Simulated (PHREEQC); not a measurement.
# Metal-bearing waste water (model solution)

Make-up at 25 °C: 0.0013 mol FeCl3, 0.00048 mol CuCl2, 0.02 mol H2SO4 and 4.5e-05 mol NaCl per kg of water. Closed to the air; pH follows from the charge balance.

Computed with PHREEQC (ion-association model, phreeqc.dat).

Each row changes one thing in this solution. This is a speciation only: nothing precipitates in the calculation.

```tsv
case	pH	ionic strength (mol/kgw)	FeSO4+ (mol/kgw)	FeHSO4+2 (mol/kgw)	Fe(SO4)2- (mol/kgw)	Fe+3 (mol/kgw)	SI of Goethite (FeOOH)	SI of Hematite (Fe2O3)
as made	1.60	0.0395	0.00101	0.000116	8.33e-5	7.70e-5	+1.12	+4.24
FeCl3 from 0.0013 to 0.00013 mol/kgw	1.61	___	0.000101	1.14e-5	9.04e-6	___	+0.11	+2.23
NaCl replaced by NaOH at the same molality	1.60	0.0395	0.00101	0.000116	8.34e-5	7.69e-5	+1.12	+4.25
FeCl3 from 0.0013 to 0.00026 mol/kgw	1.61	0.0380	0.000202	2.29e-5	1.79e-5	1.43e-5	+0.41	___
NaCl replaced by Na2CO3 at the same molality	1.60	0.0395	0.00101	0.000116	8.34e-5	7.68e-5	+1.12	+4.25
```

Problem. Fill in the missing entries.

Solution. 
- FeCl3 from 0.0013 to 0.00013 mol/kgw, ionic strength (mol/kgw): 0.0378
- FeCl3 from 0.0013 to 0.00013 mol/kgw, Fe+3 (mol/kgw): 7.06e-6
- FeCl3 from 0.0013 to 0.00026 mol/kgw, SI of Hematite (Fe2O3): +2.83

Some of these states are supersaturated (in Hematite (slow to form), Goethite (slow to form), for instance).
